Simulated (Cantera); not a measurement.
**Gas activation for diamond growth**

An isothermal, constant-pressure homogeneous reactor starts with CH₄ : H₂ : CO₂ = 0.01 : 1 : 0.0021 (molar parts), at 1923 K and 13300 Pa.

Model: GRI-Mech 3.0 (53 species, 325 reactions), integrated in Cantera. GRI-Mech 3.0 stops at C3 and has no aromatics, soot or wall deposition, so with more carbon than oxygen in the feed, carbon stays in small species such as C2H2 where larger ones or solid carbon would form.

```json
[
 {"t (s)": "2.00e-5", "x CH₄": "0.00988", "x H₂": "0.988", "x CO₂": "0.00207", "x H₂O": "4.72e-8", "x O": "<1e-12", "x CH₂": "7.34e-11"},
 {"t (s)": "4.86e-5", "x CH₄": "0.00987", "x H₂": "0.988", "x CO₂": "0.00207", "x H₂O": "2.96e-7", "x O": "<1e-12", "x CH₂": "4.03e-10"},
 {"t (s)": "0.000118", "x CH₄": "0.00986", "x H₂": "0.988", "x CO₂": "0.00207", "x H₂O": "1.79e-6", "x O": "<1e-12", "x CH₂": "2.32e-9"},
 {"t (s)": "0.000287", "x CH₄": "0.00983", "x H₂": "0.988", "x CO₂": "0.00206", "x H₂O": "1.07e-5", "x O": "2.29e-12", "x CH₂": "1.34e-8"},
 {"t (s)": "0.000697", "x CH₄": "0.00976", "x H₂": "0.987", "x CO₂": "0.00201", "x H₂O": "6.19e-5", "x O": "1.25e-11", "x CH₂": "7.50e-8"},
 {"t (s)": "0.00169", "x CH₄": "0.00958", "x H₂": "0.987", "x CO₂": "0.00175", "x H₂O": "0.000328", "x O": "8.16e-11", "x CH₂": "3.62e-7"},
 {"t (s)": "0.00412", "x CH₄": "0.00908", "x H₂": "0.985", "x CO₂": "0.000891", "x H₂O": "0.00118", "x O": "4.30e-10", "x CH₂": "9.92e-7"},
 {"t (s)": "0.0100", "x CH₄": "0.00789", "x H₂": "0.984", "x CO₂": "0.000102", "x H₂O": "0.00196", "x O": "7.85e-10", "x CH₂": "1.13e-6"},
 {"t (s)": "0.0243", "x CH₄": "0.00593", "x H₂": "0.985", "x CO₂": "1.41e-6", "x H₂O": "0.00204", "x O": "8.24e-10", "x CH₂": "8.84e-7"},
 {"t (s)": "0.0590", "x CH₄": "0.00367", "x H₂": "0.987", "x CO₂": "9.99e-7", "x H₂O": "0.00202", "x O": "8.25e-10", "x CH₂": "5.71e-7"},
 {"t (s)": "0.143", "x CH₄": "0.00190", "x H₂": "0.987", "x CO₂": "9.93e-7", "x H₂O": "0.00196", "x O": "8.13e-10", "x CH₂": "3.07e-7"},
 {"t (s)": "0.349", "x CH₄": "0.000915", "x H₂": "0.988", "x CO₂": "9.82e-7", "x H₂O": "0.00183", "x O": "7.69e-10", "x CH₂": "1.51e-7"},
 {"t (s)": "0.847", "x CH₄": "0.000506", "x H₂": "0.988", "x CO₂": "9.39e-7", "x H₂O": "0.00158", "x O": "6.65e-10", "x CH₂": "8.47e-8"},
 {"t (s)": "2.06", "x CH₄": "0.000375", "x H₂": "0.989", "x CO₂": "7.85e-7", "x H₂O": "0.00112", "x O": "4.72e-10", "x CH₂": "6.29e-8"},
 {"t (s)": "5.00", "x CH₄": "0.000288", "x H₂": "0.989", "x CO₂": "4.31e-7", "x H₂O": "0.000510", "x O": "2.16e-10", "x CH₂": "4.83e-8"}
]
```
x: mole fraction; the columns are a selection and need not sum to one.

Equilibrium at this temperature and pressure: CH₄ 0.000197, H₂ 0.989, CO₂ 2.87e-11, H₂O 2.97e-8, O <1e-12, CH₂ 3.30e-8 (gas phase only).
